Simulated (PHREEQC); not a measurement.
Na2CO3 is added in steps, without added water, to 1 kg of water holding 27 mmol/kgw KOH, 0.15 mmol/kgw MgSO4 and 0.46 mmol/kgw LiCl, at 25 °C. Oxygen is held at 0.21 atm. CO2 is held at log p = -3.4 (atm). Solids allowed: Brucite, Nesquehonite, Halite, Mirabilite, Epsomite, Nahcolite, Natron. Others were left out.

Base run: PHREEQC, ion-association model, wateq4f.dat. Each further column changes one thing. The table gives pH.

```tsv
Na2CO3 added (mol)	base	metal-ligand complexes left out	Debye-Hückel limiting law	all activity coefficients set to 1
0	9.43	9.43	9.40	9.53
0.003375	9.49	9.50	9.45	9.59
0.00675	9.53	9.55	9.49	9.64
0.008438	9.55	9.57	9.50	9.67
0.01181	9.59	9.61	9.53	9.70
0.01519	9.61	9.64	9.55	9.73
0.01856	9.63	9.67	9.57	9.76
0.02025	9.64	9.68	9.57	9.77
0.02363	9.66	9.70	9.59	9.79
0.027	9.68	9.72	9.60	9.80
```
